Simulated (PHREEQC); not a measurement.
Solution A (3.2 mmol/kgw HF and 89 mmol/kgw NiCl2) is mixed with solution B (0.0025 mol NiCl2 and 0.00021 mol FeSO4 per kg of water) at 25 °C; shares are by mass of water, 1 kg in all. No oxygen is let in. CO2 from the air is kept out. The run lets Ni(OH)2, Ni4(OH)6SO4, Melanterite, Morenosite precipitate or redissolve, and no other solid.

Computed with PHREEQC (ion-association model, wateq4f.dat).

```
share of solution B    pH  Ni+2 (mol/kgw)  SO4-2 (mol/kgw)  HF (mol/kgw)  F- (mol/kgw)  NiSO4 (mol/kgw)
-------------------  ----  --------------  ---------------  ------------  ------------  ---------------
0                    2.88          0.0770                0       0.00151       0.00116                0
0.1                  2.91          0.0703          9.70e-6       0.00133       0.00109          1.08e-5
0.2                  2.95          0.0634          1.98e-5       0.00115       0.00102          2.13e-5
0.3                  3.00          0.0564          3.04e-5      0.000973      0.000934          3.14e-5
0.4                  3.05          0.0492          4.15e-5      0.000801      0.000846          4.09e-5
0.5                  3.11          0.0419          5.33e-5      0.000634      0.000751          4.98e-5
0.6                  3.18          0.0344          6.61e-5      0.000473      0.000646          5.77e-5
0.7                  3.28          0.0267          8.05e-5      0.000320      0.000529          6.41e-5
0.8                  3.41          0.0188          9.76e-5      0.000181      0.000394          6.79e-5
0.9                  3.65          0.0107         0.000121       6.37e-5      0.000231          6.55e-5
1                    6.27         0.00244         0.000169             0             0          3.80e-5
```

Fluoro complexes past AlF4- and FeF3 are missing from the database.
